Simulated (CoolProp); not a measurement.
Vapour-liquid equilibrium of cyclohexane (1) + n-dodecane (2) at 0.0186 MPa; x and y are mole fractions of (1).

Computed with CoolProp (multi-fluid Helmholtz-energy mixture model, Zhou 2014 and Lemmon 2004; pair parameters Bell 2016).

Question: Give the bubble temperature and the first vapour's composition at x = 0.15, 0.55, 0.95. Is there an azeotrope?

Answer: x = 0.15: 364.8 K, y = 0.937; x = 0.55: 322.2 K, y = 0.997; x = 0.95: 307.6 K, y = 1.000. No azeotrope shows between x = 0.05 and 0.95.

The pair parameters rest on a limited set of measurements; away from them the model extrapolates.
